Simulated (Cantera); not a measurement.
## Gas-phase reforming

An isothermal, constant-pressure homogeneous reactor starts with 47.6 % CH4, 52.4 % H2O, at 2050 K and 0.160 bar.

Computed with Cantera and GRI-Mech 3.0 (53 species, 325 reactions).

```csv
t (s),x CH4,x H2O,x CH2O,x CH3,x CH2,x HO2
0.000800,0.0515,0.353,4.31e-5,0.00585,3.72e-5,9.78e-11
0.00318,0.0150,0.289,1.36e-5,0.00204,2.11e-5,9.66e-11
0.0126,0.00968,0.186,4.83e-6,0.00126,1.21e-5,3.77e-11
0.0503,0.00463,0.0856,9.40e-7,0.000582,5.15e-6,7.99e-12
0.200,0.00131,0.0350,1.16e-7,0.000167,1.46e-6,1.41e-12
0.795,6.70e-5,0.0229,1.50e-8,8.70e-6,7.68e-8,<1e-12
3.16,3.16e-9,0.0227,1.14e-8,4.13e-10,3.70e-12,<1e-12
12.6,3.16e-9,0.0227,1.14e-8,4.13e-10,3.70e-12,<1e-12
50.0,3.16e-9,0.0227,1.14e-8,4.13e-10,3.70e-12,<1e-12
```
x: mole fraction; the columns are a selection and need not sum to one.

Equilibrium at this temperature and pressure: CH4 3.74e-9, H2O 0.0227, CH2O 1.14e-8, CH3 4.88e-10, CH2 4.36e-12, HO2 <1e-12 (gas phase only).
